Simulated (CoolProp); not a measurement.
Computed with CoolProp (reference Helmholtz-energy equation of state, Gao 2016).

### Question
Give the vapour pressure (MPa), liquid density (kg/m³), vapour density (kg/m³), enthalpy of vaporisation (kJ/kg) of saturated sulfur dioxide at 253.9, 274.7, 316.5 K.

### Answer
```
T (K)  p (MPa)  liquid density (kg/m³)  vapour density (kg/m³)  enthalpy of vaporisation (kJ/kg)
-----  -------  ----------------------  ----------------------  --------------------------------
253.9   0.0659                    1490                    2.04                               398
274.7    0.166                    1430                    4.83                               379
316.5    0.696                    1310                    18.8                               337
```
